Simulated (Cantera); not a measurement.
A Cantera script and what it prints.

```python
import numpy as np
import cantera as ct

gas_names = """
    H HNO HNO2 HNO3 HO2 H2 H2O H2O2 N NH NH2 NH3 NH2OH NO NO2 NO3 N2 N2H2 N2H4 N2O O OH O2 O3 Si SiH
    SiH2 SiH3 SiH4 SiN SiO SiO2 Si2 Si2N Si3
""".split()
cond_names = """
    H2O(s) H2O(L) Si(cr) Si(L) SiO2(Lqz) SiO2(hqz) SiO2(L) Si2N2O(s) Si3N4(a)
""".split()


# ... load() reads the species with a 1 bar reference pressure and builds the phases ...
atoms = {
    'Si': {'Si': 1},
    'H2O': {'H': 2, 'O': 1},
    'N2': {'N': 2},
}
top_T = {'Si2N2O(s)': 2100, 'Si3N4(a)': 2400}  # K; cautious upper limits of use, not melting points


# ... equilibrate(T, P, feed) seeds the gas with the atoms and calls Mixture.equilibrate('TP', solver="vcs", rtol=1e-11, max_steps=5000) ...
results = []
feed = {'Si': 1, 'H2O': 3, 'N2': 2.9}  # mol
T = 1298  # K
P = 490  # Pa
mix = equilibrate(T, P, feed)
results.append((T, P, feed, dict(zip(mix.species_names, mix.species_moles))))
x = sorted(zip(gas.X, gas.species_names), reverse=True)
print(f"T = {T:g} K  P = {P:g} Pa  gas = {mix.phase_moles(0):.4g} mol")
print("   x: " + "  ".join(f"{s} {v:.3e}" for v, s in x if v > 0.001))
print("   condensed (mol): " + ("  ".join(f"{mix.phase(i).name} {mix.phase_moles(i):.4g}"
      for i in range(1, mix.n_phases) if mix.phase_moles(i) > 1e-12) or "none"))
```

Result:

```
T = 1298 K  P = 490 Pa  gas = 5.9 mol
   x: N2 4.915e-01  H2 3.390e-01  H2O 1.695e-01
   condensed (mol): SiO2(hqz) 1
```

These are equilibrium values from Cantera (NASA tables, ideal gas, pure condensed phases), not measurements of a reactor. The tables hold silica as quartz up to 1696 K and as liquid above; real silica turns to tridymite and cristobalite and melts near 1996 K.
